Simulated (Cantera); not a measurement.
## Thermodynamics of halide evaporation, hydrolysis and transport, feed MgCl2 + H2O + H2

A closed system holds: 1 mol MgCl2, 1.4 mol H2O, 250 mol H2, at 10.0 Torr.

Cantera equilibrium calculation (NASA polynomials, part measured and part estimated; ideal gas, pure solids and liquids). Candidate condensed phases: H2O, Mg, MgCl2, MgO, Mg(OH)2; 22 gas species. Equilibrium is a limit: real reactors are often held back by kinetics, nucleation or transport.

| T (K) | x H2 | x H | x HCl | x H2O | x Mg | x MgCl2 | x Cl | x MgCl | n MgO(s) |
|---|---|---|---|---|---|---|---|---|---|
| 1273 | 0.990 | 6.15e-6 | 0.00787 | 0.00161 | 4.41e-8 | 2.90e-5 | 4.15e-8 | 5.49e-9 | 0.993 |
| 1373 | 0.990 | 2.87e-5 | 0.00778 | 0.00166 | 1.23e-6 | 7.28e-5 | 1.87e-7 | 7.70e-8 | 0.981 |
| 1473 | 0.990 | 0.000109 | 0.00762 | 0.00176 | 2.08e-5 | 0.000151 | 6.80e-7 | 7.14e-7 | 0.956 |
| 1573 | 0.990 | 0.000350 | 0.00741 | 0.00206 | 0.000219 | 0.000251 | 2.09e-6 | 4.39e-6 | 0.880 |
| 1673 | 0.987 | 0.000980 | 0.00730 | 0.00318 | 0.00128 | 0.000296 | 5.66e-6 | 1.62e-5 | 0.597 |
| 1773 | 0.981 | 0.00244 | 0.00740 | 0.00552 | 0.00368 | 0.000219 | 1.42e-5 | 3.19e-5 | 0 |
| 1873 | 0.977 | 0.00553 | 0.00767 | 0.00551 | 0.00383 | 7.07e-5 | 3.29e-5 | 2.41e-5 | 0 |
| 1973 | 0.971 | 0.0115 | 0.00771 | 0.00549 | 0.00387 | 2.38e-5 | 6.84e-5 | 1.79e-5 | 0 |
| 2073 | 0.961 | 0.0223 | 0.00764 | 0.00545 | 0.00387 | 8.62e-6 | 0.000131 | 1.33e-5 | 0 |
x: gas mole fraction; n: condensed amount in mol.

From 1273 K to 1673 K the condensed part is MgO(s). From 1773 K to 2073 K nothing is condensed. The main Mg-bearing gas is MgCl2 at 1273 K and Mg at 2073 K.
